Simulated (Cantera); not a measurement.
**Fe3O4 + H2 (hydrogen reduction and annealing atmospheres)**

Charge: 1 mol Fe3O4, 200 mol H2, equilibrated at 0.0410 bar.

These are equilibrium values from Cantera (NASA tables, ideal gas, pure condensed phases), not measurements of a reactor. Candidate condensed phases: Fe, FeO, Fe(OH)2, Fe(OH)3, Fe2O3, Fe3O4, H2O; 12 gas species. Rates play no part.

From 1750 K to 1800 K the condensed part is Fe(δ). From 1850 K to 2000 K the condensed part is Fe(l). From 2050 K to 2200 K nothing is condensed. The main Fe-bearing gas is Fe throughout.

| T (K) | x H2 | x H | x H2O | x Fe | x OH | x FeO | n Fe(δ) | n Fe(l) |
|---|---|---|---|---|---|---|---|---|
| 1750 | 0.979 | 0.00114 | 0.0200 | 0.000340 | 1.36e-6 | 6.95e-8 | 2.93 | 0 |
| 1800 | 0.978 | 0.00175 | 0.0200 | 0.000719 | 2.36e-6 | 1.71e-7 | 2.86 | 0 |
| 1850 | 0.976 | 0.00263 | 0.0199 | 0.00143 | 3.97e-6 | 3.94e-7 | 0 | 2.71 |
| 1900 | 0.974 | 0.00387 | 0.0199 | 0.00272 | 6.49e-6 | 8.60e-7 | 0 | 2.45 |
| 1950 | 0.970 | 0.00557 | 0.0198 | 0.00500 | 1.04e-5 | 1.80e-6 | 0 | 1.99 |
| 2000 | 0.963 | 0.00788 | 0.0197 | 0.00889 | 1.61e-5 | 3.63e-6 | 0 | 1.20 |
| 2050 | 0.955 | 0.0109 | 0.0196 | 0.0147 | 2.45e-5 | 6.75e-6 | 0 | 0 |
| 2100 | 0.951 | 0.0150 | 0.0195 | 0.0147 | 3.67e-5 | 7.54e-6 | 0 | 0 |
| 2150 | 0.946 | 0.0203 | 0.0194 | 0.0146 | 5.38e-5 | 8.37e-6 | 0 | 0 |
| 2200 | 0.939 | 0.0270 | 0.0193 | 0.0146 | 7.75e-5 | 9.25e-6 | 0 | 0 |
x: gas mole fraction; n: condensed amount in mol.
